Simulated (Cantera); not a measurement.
Low-pressure radical oxidation in H2/O2

An isothermal, constant-pressure homogeneous reactor starts with 1.08 % H₂, 4.50 % O₂, 94.4 % N₂, equivalence ratio 0.12, at 1200 K and 0.0267 bar.

Model: the H2/O2 subset of GRI-Mech 3.0, which has no nitrogen chemistry, integrated in Cantera. Radical loss at walls, strong at low pressure, is not modelled.

```
t (s)         x H₂    x O₂      x OH       x H       x O
--------  --------  ------  --------  --------  --------
4.00e-6     0.0108  0.0450    <1e-12  3.55e-12    <1e-12
2.89e-5     0.0108  0.0450    <1e-12  2.51e-11    <1e-12
0.000209    0.0108  0.0450  2.83e-11  1.66e-10  3.43e-11
0.00151     0.0108  0.0450   1.13e-9   2.97e-9   1.84e-9
0.0110     0.00489  0.0417  0.000686   0.00256   0.00166
0.0792    0.000333  0.0389  0.000443   0.00187   0.00259
0.573      3.51e-5  0.0396  0.000144   5.62e-5  0.000246
4.15       7.99e-7  0.0398   2.18e-5   1.95e-7   5.63e-6
30.0       4.73e-8  0.0398   5.37e-6   2.89e-9   3.40e-7
```
x: mole fraction; the columns are a selection and need not sum to one.

Equilibrium at this temperature and pressure: H₂ 4.26e-9, O₂ 0.0398, OH 1.61e-6, H 7.94e-11, O 3.08e-8 (gas phase only).
